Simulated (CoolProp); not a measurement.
Values from CoolProp's reference Helmholtz-energy equation of state, Lemmon 2013.

Task: For propylene, give the phase and the speed of sound (m/s), viscosity (µPa s), Prandtl number at 283.7 K and 18200 kPa; 283.7 K and 33400 kPa; 283.7 K and 39500 kPa.

Result: 
- 283.7 K and 18200 kPa: liquid; speed of sound 1010, viscosity 134, Prandtl number 2.36
- 283.7 K and 33400 kPa: liquid; speed of sound 1140, viscosity 153, Prandtl number 2.45
- 283.7 K and 39500 kPa: liquid; speed of sound 1180, viscosity 161, Prandtl number 2.49

Viscosity comes from a separate model (Huber 2003), an estimate that may be off by 10 % or more. Thermal conductivity comes from a separate model (Huber 2003), an estimate that may be off by 10 % or more.
